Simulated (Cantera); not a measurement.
A Cantera script and its output.

```python
import numpy as np
import cantera as ct

gas = ct.Solution("gri30.yaml")
gas.TPX = 1750, 1000000, {'CH4': 1, 'O2': 0.833, 'N2': 3.13}
reactor = ct.IdealGasReactor(gas, energy="on", clone=False)
net = ct.ReactorNet([reactor])
net.rtol, net.atol = 1e-08, 1e-16
show = ['CH4', 'O2', 'CO2', 'H', 'H2', 'H2O2']
times = np.geomspace(7e-06, 8, 15)

steps = ct.SolutionArray(gas, extra=["t"])
rows = []
print(f"{'t/s':>10s}{'T/K':>9s}{'P/Pa':>11s}" + "".join(f"{s:>11s}" for s in show))
for t in times:
    while net.time < t:
        t_next = net.step()
        steps.append(gas.state, t=t_next)
    rows.append([np.interp(t, steps.t, y) for y in (steps.T, steps.P, *steps(*show).X.T)])
    print(f"{t:10.3e}{rows[-1][0]:9.1f}{rows[-1][1]:11.4g}" + "".join(f"{x:11.3e}" for x in rows[-1][2:]))
rate = np.gradient(steps.T, steps.t)
print("integrator steps:", len(steps.t))
if steps.T.max() > steps.T[0] + 200:
    print(f"time of steepest temperature rise: {steps.t[rate.argmax()]:.4e} s")
gas.TPX = 1750, 1000000, {'CH4': 1, 'O2': 0.833, 'N2': 3.13}
gas.equilibrate("UV")
print(f"equilibrium (UV): T = {gas.T:.1f} K  " + "  ".join(f"{s} {gas[s].X[0]:.3e}" for s in show))
```

Output:

```
       t/s      T/K       P/Pa        CH4         O2        CO2          H         H2       H2O2
 7.000e-06   1751.7  1.001e+06  1.992e-01  1.669e-01  4.010e-06  2.152e-06  5.496e-04  2.194e-06
 1.896e-05   1800.6  1.033e+06  1.838e-01  1.582e-01  9.437e-05  1.608e-05  6.166e-03  1.030e-05
 5.135e-05   2831.5   2.01e+06  1.470e-06  5.700e-06  9.473e-03  9.593e-03  2.220e-01  1.366e-08
 1.391e-04   2833.3  2.011e+06  7.091e-09  5.891e-06  9.487e-03  9.724e-03  2.219e-01  1.403e-08
 3.767e-04   2834.2  2.012e+06  6.795e-09  5.943e-06  9.496e-03  9.750e-03  2.218e-01  1.412e-08
 1.020e-03   2834.3  2.012e+06  6.778e-09  5.947e-06  9.497e-03  9.752e-03  2.218e-01  1.413e-08
 2.763e-03   2834.3  2.012e+06  6.778e-09  5.947e-06  9.497e-03  9.752e-03  2.218e-01  1.413e-08
 7.483e-03   2834.3  2.012e+06  6.778e-09  5.947e-06  9.497e-03  9.752e-03  2.218e-01  1.413e-08
 2.027e-02   2834.3  2.012e+06  6.778e-09  5.947e-06  9.497e-03  9.752e-03  2.218e-01  1.413e-08
 5.489e-02   2834.3  2.012e+06  6.778e-09  5.947e-06  9.497e-03  9.752e-03  2.218e-01  1.413e-08
 1.487e-01   2834.3  2.012e+06  6.778e-09  5.947e-06  9.497e-03  9.752e-03  2.218e-01  1.413e-08
 4.027e-01   2834.3  2.012e+06  6.778e-09  5.947e-06  9.497e-03  9.752e-03  2.218e-01  1.413e-08
 1.091e+00   2834.3  2.012e+06  6.778e-09  5.947e-06  9.497e-03  9.752e-03  2.218e-01  1.413e-08
 2.954e+00   2834.3  2.012e+06  6.778e-09  5.947e-06  9.497e-03  9.752e-03  2.218e-01  1.413e-08
 8.000e+00   2834.3  2.012e+06  6.778e-09  5.947e-06  9.497e-03  9.752e-03  2.218e-01  1.413e-08
integrator steps: 1793
time of steepest temperature rise: 2.7765e-05 s
equilibrium (UV): T = 2834.3 K  CH4 7.585e-09  O2 5.947e-06  CO2 9.497e-03  H 9.752e-03  H2 2.218e-01  H2O2 1.413e-08
```

Detailed kinetics in Cantera: GRI-Mech 3.0 (53 species, 325 reactions).
